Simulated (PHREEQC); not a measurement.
Solution (25 °C): 0.0019 mol/kgw HNO3, 0.0068 mol/kgw Al(NO3)3 and 0.00011 mol/kgw CO2. Closed to the air; pH follows from the charge balance.

All values are PHREEQC results (ion-association model, phreeqc.dat), not measurements.

Task: The ionic strength comes out as 0.0427 mol/kgw. What activity coefficients do NO3-, H+, AlOH+2, Al+3 get?

Result: NO3- 0.82, H+ 0.86, AlOH+2 0.49, Al+3 0.26.

This is a speciation only: nothing precipitates in the calculation. Species that the database lacks are ignored.
